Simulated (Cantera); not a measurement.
A Cantera script and what it prints.

```python
import numpy as np
import cantera as ct

gas_names = """
    CL CL2 N N2 Si SiCL SiCL2 SiCL3 SiCL4 SiN Si2 Si2N Si3
""".split()
cond_names = """
    Si(cr) Si(L) Si3N4(a)
""".split()


# ... load() reads the species with a 1 bar reference pressure and builds the phases ...
atoms = {
    'Si2Cl6': {'Si': 2, 'CL': 6},
    'Cl2': {'CL': 2},
    'N2': {'N': 2},
}
top_T = {'Si3N4(a)': 2400}  # K; cautious upper limits of use, not melting points


# ... equilibrate(T, P, feed) seeds the gas with the atoms and calls Mixture.equilibrate('TP', solver="vcs", rtol=1e-11, max_steps=5000) ...
results = []
feed = {'Si2Cl6': 1, 'Cl2': 0.0039, 'N2': 290}  # mol
for P in [100, 260, 670, 1700, 4500, 12000, 30000, 77000, 200000]:
    for T in [850, 925, 1000, 1075, 1150, 1225, 1300, 1375, 1450, 1525, 1600, 1675, 1750]:
        mix = equilibrate(T, P, feed)
        results.append((T, P, feed, dict(zip(mix.species_names, mix.species_moles))))

for T, P, feed, n in results:
    print(f"{T:7g} {P:10.4g}  " + (" + ".join(c for c in cond_names if n.get(c, 0) > 1e-12) or "gas only"))
```

Output:

```
    850        100  Si3N4(a)
    925        100  Si3N4(a)
   1000        100  Si3N4(a)
   1075        100  Si3N4(a)
   1150        100  Si3N4(a)
   1225        100  Si3N4(a)
   1300        100  gas only
   1375        100  gas only
   1450        100  gas only
   1525        100  gas only
   1600        100  gas only
   1675        100  gas only
   1750        100  gas only
    850        260  Si3N4(a)
    925        260  Si3N4(a)
   1000        260  Si3N4(a)
   1075        260  Si3N4(a)
   1150        260  Si3N4(a)
   1225        260  Si3N4(a)
   1300        260  gas only
   1375        260  gas only
   1450        260  gas only
   1525        260  gas only
   1600        260  gas only
   1675        260  gas only
   1750        260  gas only
    850        670  Si3N4(a)
    925        670  Si3N4(a)
   1000        670  Si3N4(a)
   1075        670  Si3N4(a)
   1150        670  Si3N4(a)
   1225        670  Si3N4(a)
   1300        670  Si3N4(a)
   1375        670  gas only
   1450        670  gas only
   1525        670  gas only
   1600        670  gas only
   1675        670  gas only
   1750        670  gas only
    850       1700  Si3N4(a)
    925       1700  Si3N4(a)
   1000       1700  Si3N4(a)
   1075       1700  Si3N4(a)
   1150       1700  Si3N4(a)
   1225       1700  Si3N4(a)
   1300       1700  Si3N4(a)
   1375       1700  gas only
   1450       1700  gas only
   1525       1700  gas only
   1600       1700  gas only
   1675       1700  gas only
   1750       1700  gas only
    850       4500  Si3N4(a)
    925       4500  Si3N4(a)
   1000       4500  Si3N4(a)
   1075       4500  Si3N4(a)
   1150       4500  Si3N4(a)
   1225       4500  Si3N4(a)
   1300       4500  Si3N4(a)
   1375       4500  Si3N4(a)
   1450       4500  gas only
   1525       4500  gas only
   1600       4500  gas only
   1675       4500  gas only
   1750       4500  gas only
    850    1.2e+04  Si3N4(a)
    925    1.2e+04  Si3N4(a)
   1000    1.2e+04  Si3N4(a)
   1075    1.2e+04  Si3N4(a)
   1150    1.2e+04  Si3N4(a)
   1225    1.2e+04  Si3N4(a)
   1300    1.2e+04  Si3N4(a)
   1375    1.2e+04  Si3N4(a)
   1450    1.2e+04  Si3N4(a)
   1525    1.2e+04  gas only
   1600    1.2e+04  gas only
   1675    1.2e+04  gas only
   1750    1.2e+04  gas only
    850      3e+04  Si3N4(a)
    925      3e+04  Si3N4(a)
   1000      3e+04  Si3N4(a)
   1075      3e+04  Si3N4(a)
   1150      3e+04  Si3N4(a)
   1225      3e+04  Si3N4(a)
   1300      3e+04  Si3N4(a)
   1375      3e+04  Si3N4(a)
   1450      3e+04  Si3N4(a)
   1525      3e+04  gas only
   1600      3e+04  gas only
   1675      3e+04  gas only
   1750      3e+04  gas only
    850    7.7e+04  Si3N4(a)
    925    7.7e+04  Si3N4(a)
   1000    7.7e+04  Si3N4(a)
   1075    7.7e+04  Si3N4(a)
   1150    7.7e+04  Si3N4(a)
   1225    7.7e+04  Si3N4(a)
   1300    7.7e+04  Si3N4(a)
   1375    7.7e+04  Si3N4(a)
   1450    7.7e+04  Si3N4(a)
   1525    7.7e+04  Si3N4(a)
   1600    7.7e+04  gas only
   1675    7.7e+04  gas only
   1750    7.7e+04  gas only
    850      2e+05  Si3N4(a)
    925      2e+05  Si3N4(a)
   1000      2e+05  Si3N4(a)
   1075      2e+05  Si3N4(a)
   1150      2e+05  Si3N4(a)
   1225      2e+05  Si3N4(a)
   1300      2e+05  Si3N4(a)
   1375      2e+05  Si3N4(a)
   1450      2e+05  Si3N4(a)
   1525      2e+05  Si3N4(a)
   1600      2e+05  Si3N4(a)
   1675      2e+05  gas only
   1750      2e+05  gas only
```

Cantera equilibrium calculation (NASA polynomials, part measured and part estimated; ideal gas, pure solids and liquids). The feed counts by its element totals alone. N2 is the only nitrogen source here; it is nearly inert below about 1500 K, so the nitride shown seldom forms there in practice. The tables' values for SiCl3 are old estimates.
